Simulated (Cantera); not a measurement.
**Silicon nitride deposition: SiCl₄ + N₂ + H₂**

A closed system holds: 1 mol SiCl₄, 4.1 mol N₂, 12 mol H₂, at 677 °C and 383 Torr.

These are equilibrium values from Cantera (NASA tables, ideal gas, pure condensed phases), not measurements of a reactor. Candidate condensed phases: NH₄Cl, Si, Si₃N₄; 28 gas species. N₂ is the only nitrogen source here; it is nearly inert below about 1500 K, so the nitride shown seldom forms there in practice. The numbers say what is thermodynamically allowed, not how fast it happens.

```yaml
x(H₂): 0.584
x(HCl): 0.210
x(N₂): 0.201
x(SiCl₄): 0.00493
x(NH₃): 8.41e-5
x(SiHCl₃): 6.29e-5
x(SiCl₃): 1.02e-6
n(Si₃N₄(s)): 0.304 mol
gas_amount: 17.40 mol
log10 activity of Si(s) (absent): -7.22
```
